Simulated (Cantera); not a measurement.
A diamond (100) surface in a fixed gas of H2 with x(CH4) = 0.029, x(H) = 0.00022, x(CH3) = 4.2e-05, at 1275 K; coverages are run to steady state.

Cantera simulation using the Harris–Goodwin 1993 mechanism for the reconstructed diamond (100) surface; the numbers are that mechanism's predictions, not measurements.

One state of this run: growth (µm/h) = 0.0525; θ c6HH = 0.542; θ c6H* = 0.0367; θ c6*H = 0.410; θ c6** = 0.0105; θ c6HM = 9.19e-5. θ: site fractions in the mechanism's names (c6HH fully hydrogenated, c6H* and c6*H radical sites, c6** diradical, c6HM methylated).

Q: Which value of P (Pa) does it belong to?
A) 1500
B) 4900
C) 11000
D) 690

A: B, 4900
